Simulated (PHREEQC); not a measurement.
A solution holds 0.0018 mol/kgw HCl, 0.18 mol/kgw CuSO4 and 0.058 mol/kgw Fe2(SO4)3, at 25 °C. Closed to the air; pH follows from the charge balance.

Equilibrium calculation in PHREEQC: ion-association model, phreeqc.dat.

Each row changes one thing in this solution. Precipitation was switched off in this run.

```
case                                              pH  ionic strength (mol/kgw)  SO4-2 (mol/kgw)  FeSO4+ (mol/kgw)  Fe(SO4)2- (mol/kgw)  HSO4- (mol/kgw)  SI of Goethite (FeOOH)  SI of Hematite (Fe2O3)
----------------------------------------------  ----  ------------------------  ---------------  ----------------  -------------------  ---------------  ----------------------  ----------------------
as made                                         2.70                     0.494            0.114            0.0715               0.0342          0.00622                   +5.37                  +12.75
temperature from 25 to 75 °C                    2.60                     0.548            0.118            0.0597                  ___           0.0249                     ___                  +14.49
CuSO4 from 0.18 to 0.018 mol/kgw                2.52                     0.221           0.0497            0.0790               0.0239          0.00557                   +5.13                  +12.26
HCl replaced by CuCl2 at the same molality      2.73                     0.501            0.115            0.0708                  ___          0.00579                   +5.46                  +12.93
CuSO4 replaced by NH4HSO4 at the same molality  1.35                     0.434              ___               ___               0.0252            0.105                   +1.44                   +4.89
```

Problem. Some entries are withheld; supply them.

Solution. 
- temperature from 25 to 75 °C, Fe(SO4)2- (mol/kgw): 0.0287
- temperature from 25 to 75 °C, SI of Goethite (FeOOH): +6.14
- HCl replaced by CuCl2 at the same molality, Fe(SO4)2- (mol/kgw): 0.0339
- CuSO4 replaced by NH4HSO4 at the same molality, SO4-2 (mol/kgw): 0.0820
- CuSO4 replaced by NH4HSO4 at the same molality, FeSO4+ (mol/kgw): 0.0685

Species that the database lacks are ignored. Some of these states are supersaturated (in Hematite (slow to form), Goethite (slow to form), for instance). Away from 25 °C the constants follow the database's enthalpies or fits; those with neither stay at their 25 °C values.
